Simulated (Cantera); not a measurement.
# Iron carbonyl, mercury and lead vapours: Fe(CO)5 + H2

Feed: 1 mol Fe(CO)5, 35 mol H2, at 702 °C and 20000 Pa.

Equilibrium computed with Cantera from the NASA thermochemical tables; the gas is ideal and each condensed phase is pure. Candidate condensed phases: C, C6H6, C7H8, C8H18, Fe, Fe(CO)5, FeO, Fe(OH)2, Fe(OH)3, Fe2O3, Fe3O4, H2O; 114 gas species. The numbers say what is thermodynamically allowed, not how fast it happens.

x(H2): 0.858
x(CO): 0.110
x(CH4): 0.0159
x(H2O): 0.0132
x(CO2): 0.00272
n(Fe(α)): 1.00 mol
gas amount: 38.77 mol
log10 activity of C(graphite) (absent): -0.06
log10 activity of Fe(OH)2(s) (absent): -8.39
log10 activity of Fe(OH)3(s) (absent): -15.29
